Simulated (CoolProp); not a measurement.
Sulfur hexafluoride along the isotherm 228.6 K: fugacity coefficient from the reference equation and from simpler models built on Tc = 318.7 K, pc = 3755 kPa, ω = 0.210; each cubic takes its own stable root.

Values from CoolProp's reference Helmholtz-energy equation of state, Guder 2009.

```
p (kPa)   phase  reference
-------  ------  ---------
119         gas     0.9690
174         gas     0.9546
256         gas     0.9330
375      liquid     0.7058
551      liquid     0.4839
809      liquid     0.3332
1190     liquid     0.2302
1740     liquid     0.1611
2560     liquid     0.1133
```

Task: How far does each simpler model (van der Waals, Soave-Redlich-Kwong, Peng-Robinson) lie from the reference over these 9 states: mean and median of the absolute difference, and the worst?

Result: 
- van der Waals: mean 89.9 %, median 87.1 %, worst +180.0 % at 228.6 K and 2560 kPa
- Soave-Redlich-Kwong: mean 1.7 %, median 2.3 %, worst +2.7 % at 228.6 K and 2560 kPa
- Peng-Robinson: mean 0.7 %, median 0.9 %, worst +1.3 % at 228.6 K and 375 kPa

At some of these states van der Waals gives the other phase, because its saturation line lies elsewhere.
